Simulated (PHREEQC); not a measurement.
Consider water at 25 °C with 0.004 mol H3BO3 per kg of water. Closed to the air; pH follows from the charge balance.

Computed with PHREEQC (ion-association model, phreeqc.dat).

Each row changes one thing in this solution. No solid was allowed to form.

```json
[
 {"case": "as made", "pH": "5.82", "ionic strength (mol/kgw)": "1.52e-6", "H2BO3- (mol/kgw)": "1.52e-6"},
 {"case": "H3BO3 replaced by NH4BF4 at the same molality", "pH": "3.02", "ionic strength (mol/kgw)": "0.00503", "H2BO3- (mol/kgw)": "6.72e-10"},
 {"case": "temperature from 25 to 35 °C", "pH": "5.78", "ionic strength (mol/kgw)": "1.67e-6", "H2BO3- (mol/kgw)": "1.65e-6"},
 {"case": "diluted 10-fold with water", "pH": "6.31", "ionic strength (mol/kgw)": "4.90e-7", "H2BO3- (mol/kgw)": "4.70e-7"},
 {"case": "H3BO3 from 0.004 to 0.008 mol/kgw", "pH": "5.67", "ionic strength (mol/kgw)": "2.15e-6", "H2BO3- (mol/kgw)": "2.15e-6"}
]
```

Species that the database lacks are ignored. Real BF4- forms and hydrolyses slowly; the run takes it at equilibrium.
